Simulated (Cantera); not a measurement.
Charge: 1 mol CS₂, 7.8 mol H₂O, 1.1 mol H₂, 1.7 mol O₂, at 2225 K and 0.00160 bar.

Cantera equilibrium calculation (NASA polynomials, part measured and part estimated; ideal gas, pure solids and liquids). Candidate condensed phases: C, C₆H₆, C₇H₈, C₈H₁₈, H₂O, H₂SO₄, S; 123 gas species. The numbers say what is thermodynamically allowed, not how fast it happens.

Base state: H₂O 0.463, H₂ 0.192, SO₂ 0.120, H 0.0709, CO 0.0545, SO 0.0346, OH 0.0248, CO₂ 0.0245 (mole fractions); condensed: gas only.

Q: What changes in the equilibrium state with this change: H₂ from 1.1 to 12 mol?

A: 
```csv
species,before,after
H₂,0.192,0.453
H₂O,0.463,0.303
H,0.0709,0.109
SO₂,0.120,0.0328
CO₂,0.0245,0.00458
S,0.00290,0.0103
OH,0.0248,0.0106
CO,0.0545,0.0367
SO,0.0346,0.0342
O₂,0.00645,0.000497
S₂,9.37e-5,0.00119
```

Q: What changes in the equilibrium state with this change: temperature from 2225 K to 1600 K?

A: 
```tsv
species	before	after
H₂O	0.463	0.570
H₂	0.192	0.189
SO₂	0.120	0.125
H	0.0709	0.000590
OH	0.0248	6.99e-5
S₂	9.37e-5	0.0161
SO	0.0346	0.00993
CO₂	0.0245	0.0429
CO	0.0545	0.0427
O	0.00635	1.82e-7
O₂	0.00645	2.52e-7
H₂S	2.53e-5	0.00220
COS	2.71e-7	1.69e-5
```

Q: What changes in the equilibrium state with this change: CS₂ replaced by HF?

A: 
```tsv
species	before	after
H₂O	0.463	0.621
O₂	0.00645	0.109
HF	0	0.0824
H₂	0.192	0.0627
SO₂	0.120	0
CO	0.0545	0
SO	0.0346	0
CO₂	0.0245	0
O	0.00635	0.0261
OH	0.0248	0.0582
H	0.0709	0.0406
S	0.00290	0
SH	0.000475	0
S₂	9.37e-5	0
F	0	4.98e-5
```
